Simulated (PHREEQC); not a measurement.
Make-up at 20 °C: 0.96 mmol/kgw HF, 59 mmol/kgw NH4F, 1.2 mmol/kgw (NH4)2SiF6 and 20 mmol/kgw HCl. Closed to the air; pH follows from the charge balance.

The numbers come from PHREEQC with the ion-association model, phreeqc.dat.

Each row changes one thing in this solution. Precipitation was switched off in this run.

```json
[
 {"case": "as made", "pH": "3.35", "ionic strength (mol/kgw)": "0.0631", "F- (mol/kgw)": "0.0371", "HF (mol/kgw)": "0.0180", "HF2- (mol/kgw)": "0.00245", "NH3 (mol/kgw)": "4.20e-8"},
 {"case": "HF from 0.00096 to 0.0096 mol/kgw", "pH": "?", "ionic strength (mol/kgw)": "0.0634", "F- (mol/kgw)": "0.0364", "HF (mol/kgw)": "0.0254", "HF2- (mol/kgw)": "0.00340", "NH3 (mol/kgw)": "2.91e-8"},
 {"case": "diluted 2-fold with water", "pH": "3.38", "ionic strength (mol/kgw)": "0.0318", "F- (mol/kgw)": "0.0193", "HF (mol/kgw)": "0.00933", "HF2- (mol/kgw)": "0.000664", "NH3 (mol/kgw)": "2.40e-8"},
 {"case": "HF replaced by KHF2 at the same molality", "pH": "3.36", "ionic strength (mol/kgw)": "0.0641", "F- (mol/kgw)": "0.0380", "HF (mol/kgw)": "0.0179", "HF2- (mol/kgw)": "0.00250", "NH3 (mol/kgw)": "4.29e-8"},
 {"case": "diluted 5-fold with water", "pH": "?", "ionic strength (mol/kgw)": "0.0129", "F- (mol/kgw)": "0.00810", "HF (mol/kgw)": "0.00367", "HF2- (mol/kgw)": "0.000110", "NH3 (mol/kgw)": "1.16e-8"},
 {"case": "(NH4)2SiF6 left out", "pH": "3.35", "ionic strength (mol/kgw)": "0.0595", "F- (mol/kgw)": "0.0371", "HF (mol/kgw)": "0.0180", "HF2- (mol/kgw)": "0.00245", "NH3 (mol/kgw)": "4.08e-8"}
]
```

**Question.** What belongs in the gaps?

**Answer.** 
- HF from 0.00096 to 0.0096 mol/kgw, pH: 3.19
- diluted 5-fold with water, pH: 3.43

Complexes and solids missing from the database can't appear. SiF6-2 is the database's only silicon fluoride.
